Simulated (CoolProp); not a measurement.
Model: reference Helmholtz-energy equation of state, Lemmon 2006, in CoolProp. It is a short technical equation, of lower accuracy than the large ones.

Question: Give the vapour pressure (bar), liquid density (kg/m³), vapour density (kg/m³), surface tension (mN/m) of saturated acetone at 302.3, 311, 328.5 K.

Answer: 
```
T (K)  p (bar)  liquid density (kg/m³)  vapour density (kg/m³)  surface tension (mN/m)
-----  -------  ----------------------  ----------------------  ----------------------
302.3    0.366                     780                   0.871                    22.2
311      0.521                     770                    1.21                    21.1
328.5    0.988                     750                    2.22                    18.9
```

Surface tension comes from a separate correlation (Mulero 2012).
